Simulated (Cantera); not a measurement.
Input: 1 mol CCl4, 0.75 mol F2, 0.41 mol H2, held at 1330 Pa.

Cantera equilibrium calculation (NASA polynomials, part measured and part estimated; ideal gas, pure solids and liquids). Candidate condensed phases: C, C6H6, C7H8, C8H18; 135 gas species. Ions and electrons are included (thermal ionisation). Kinetics and transport are ignored.

Problem. Which condensed phases are stable at each of these points (T (°C)): 2727, 3227, 3727, 4227, 4727?

Solution. 
| T (°C) | condensed phases | C condensed (%) |
|---|---|---|
| 2727 | C(graphite) | 44.5 |
| 3227 | gas only | 0.0 |
| 3727 | gas only | 0.0 |
| 4227 | gas only | 0.0 |
| 4727 | gas only | 0.0 |

At 2727 °C the condensed part is C(graphite). From 3227 °C to 4727 °C nothing is condensed.
